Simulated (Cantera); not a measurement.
**Ignition delay**

Mixture: CO : H2 : CH4 : O2 : N2 = 1 : 1.1 : 0.045 : 0.877 : 3.3 (molar parts), at 34000 Pa, adiabatic and at constant pressure. Ignition delay is the time to a rise of 400 K.

Computed with Cantera and GRI-Mech 3.0 (53 species, 325 reactions). Below about 1000 K GRI-Mech 3.0 lacks low-temperature oxidation paths. Below about 950 K walls govern HO2 and H2O2 in real vessels. Where the delays flatten at high temperature, the 400 K rule measures the pace of heat release, not the induction time.

| T0 (K) | delay (ms) |
|---|---|
| 850 | 34.8 |
| 925 | 1.73 |
| 1000 | 0.662 |
| 1075 | 0.366 |
| 1150 | 0.237 |
| 1225 | 0.172 |
| 1300 | 0.136 |
| 1375 | 0.116 |
| 1450 | 0.107 |
| 1525 | 0.105 |
